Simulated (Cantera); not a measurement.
An adiabatic, constant-pressure homogeneous reactor starts with CH₄ : H₂ : O₂ : N₂ : H₂O = 1 : 0.17 : 2.67 : 10.1 : 1.8 (molar parts), at 973 K and 9.87 atm. Integrator tolerance rtol = 1e-08.

Detailed kinetics in Cantera: GRI-Mech 3.0 (53 species, 325 reactions). Below about 1000 K GRI-Mech 3.0 lacks low-temperature oxidation paths.

```
quantity                                                              before                                    after
---------------------------------  -----------------------------------------  ---------------------------------------
time of steepest temperature rise                                    36.6 ms                                  34.5 ms
temperature at 0.800 s                                                2280 K                                   2544 K
equilibrium temperature                                               2280 K                                   2544 K
x(CH₄) at 0.800 s                      <1e-12 (gas-phase equilibrium <1e-12)    <1e-12 (gas-phase equilibrium <1e-12)
x(H₂) at 0.800 s                   0.000795 (gas-phase equilibrium 0.000795)  0.00196 (gas-phase equilibrium 0.00196)
x(O₂) at 0.800 s                       0.0344 (gas-phase equilibrium 0.0344)    0.0331 (gas-phase equilibrium 0.0331)
x(H₂O₂) at 0.800 s                   6.17e-7 (gas-phase equilibrium 6.17e-7)  1.77e-6 (gas-phase equilibrium 1.77e-6)
x(H₂O) at 0.800 s                        0.250 (gas-phase equilibrium 0.250)      0.247 (gas-phase equilibrium 0.247)
x(HO₂) at 0.800 s                    5.54e-6 (gas-phase equilibrium 5.54e-6)  1.42e-5 (gas-phase equilibrium 1.42e-5)
x(CO) at 0.800 s                     0.00110 (gas-phase equilibrium 0.00110)  0.00303 (gas-phase equilibrium 0.00303)
```

What was changed between the two runs?
(A) constant volume in place of constant pressure
(B) CH4 1 to 2.6 parts
(C) initial temperature 973 to 1800 K
(D) N2 10.1 to 20 parts

A, constant volume in place of constant pressure
